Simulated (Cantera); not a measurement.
**Ammonia decomposition in nitride growth gas**

An isothermal, constant-pressure homogeneous reactor starts with NH3 : N2 = 1 : 0.25 (molar parts), at 2175 K and 1.00 bar.

Model: the gas-phase N/H chemistry of the illustrative SiF4/NH3 mechanism in the Surface Chemkin manual (1991), integrated in Cantera. Walls and surfaces, which speed up NH3 decomposition in real reactors, are not modelled.

```json
[
 {"t (s)": "3.00e-5", "x NH3": "0.796", "x H2": "0.00207", "x H": "5.37e-6", "x NH2": "0.00231", "x N2H2": "8.21e-6"},
 {"t (s)": "6.31e-5", "x NH3": "0.790", "x H2": "0.00628", "x H": "1.20e-5", "x NH2": "0.00292", "x N2H2": "1.40e-5"},
 {"t (s)": "0.000133", "x NH3": "0.778", "x H2": "0.0162", "x H": "2.41e-5", "x NH2": "0.00289", "x N2H2": "1.44e-5"},
 {"t (s)": "0.000279", "x NH3": "0.754", "x H2": "0.0366", "x H": "4.71e-5", "x NH2": "0.00270", "x N2H2": "1.35e-5"},
 {"t (s)": "0.000588", "x NH3": "0.706", "x H2": "0.0764", "x H": "9.00e-5", "x NH2": "0.00244", "x N2H2": "1.20e-5"},
 {"t (s)": "0.00124", "x NH3": "0.619", "x H2": "0.149", "x H": "0.000169", "x NH2": "0.00211", "x N2H2": "9.65e-6"},
 {"t (s)": "0.00260", "x NH3": "0.480", "x H2": "0.266", "x H": "0.000310", "x NH2": "0.00170", "x N2H2": "6.61e-6"},
 {"t (s)": "0.00548", "x NH3": "0.298", "x H2": "0.417", "x H": "0.000551", "x NH2": "0.00121", "x N2H2": "3.52e-6"},
 {"t (s)": "0.0115", "x NH3": "0.128", "x H2": "0.559", "x H": "0.000960", "x NH2": "0.000672", "x N2H2": "1.27e-6"},
 {"t (s)": "0.0242", "x NH3": "0.0279", "x H2": "0.642", "x H": "0.00177", "x NH2": "0.000236", "x N2H2": "2.21e-7"},
 {"t (s)": "0.0510", "x NH3": "0.00205", "x H2": "0.662", "x H": "0.00358", "x NH2": "3.41e-5", "x N2H2": "7.79e-9"},
 {"t (s)": "0.107", "x NH3": "0.000327", "x H2": "0.663", "x H": "0.00399", "x NH2": "6.04e-6", "x N2H2": "2.68e-10"},
 {"t (s)": "0.226", "x NH3": "0.000113", "x H2": "0.663", "x H": "0.00400", "x NH2": "2.09e-6", "x N2H2": "3.37e-11"},
 {"t (s)": "0.475", "x NH3": "4.74e-5", "x H2": "0.663", "x H": "0.00400", "x NH2": "8.80e-7", "x N2H2": "7.42e-12"},
 {"t (s)": "1.00", "x NH3": "2.16e-5", "x H2": "0.663", "x H": "0.00400", "x NH2": "4.01e-7", "x N2H2": "2.94e-12"}
]
```
x: mole fraction; the columns are a selection and need not sum to one.

Equilibrium at this temperature and pressure: NH3 4.79e-6, H2 0.663, H 0.00400, NH2 8.88e-8, N2H2 1.82e-12 (gas phase only).
